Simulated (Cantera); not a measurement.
A closed system holds: 1 mol SiO2, 0.45 mol CH4, 9 mol H2, held at 1023 K and 133 Pa.

Cantera equilibrium calculation (NASA polynomials, part measured and part estimated; ideal gas, pure solids and liquids). Candidate condensed phases: C, C6H6, C7H8, C8H18, H2O, Si, SiC, SiO2; 123 gas species. Mutual solubility and eutectic melting of coexisting phases are not modelled. The numbers say what is thermodynamically allowed, not how fast it happens.

Base state: H2 1.000, CO 0.000213, CH4 1.00e-4 (mole fractions); condensed: C(graphite) + SiC(s) + SiO2(β-quartz).

What changes in the equilibrium state with this change: SiO2 replaced by CuO?


| species | before | after |
|---|---|---|
| H2 | 1.000 | 0.906 |
| H2O | 7.77e-8 | 0.0502 |
| CO | 0.000213 | 0.0405 |
| CO2 | <1e-9 | 0.00294 |
| CH4 | 1.00e-4 | 2.19e-8 |
| C(graphite), mol | 0.446 | 0 |
| SiC(s), mol | 0.00106 | 0 |
| SiO2(β-quartz), mol | 0.999 | 0 |
| Cu(s), mol | 0 | 1.00 |
Further candidate phases: Cu, CuO, Cu(OH)2, Cu2O.
